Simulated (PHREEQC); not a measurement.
Consider water at 25 °C with 69 mmol/kgw Ba(NO3)2. Closed to the air; pH follows from the charge balance.

Computed with PHREEQC (ion-association model, phreeqc.dat).

This is a speciation only: nothing precipitates in the calculation.

**Question.** What specific conductance, density does the model give?

**Answer.** specific conductance 13200 µS/cm; density 1.012 g/cm³.
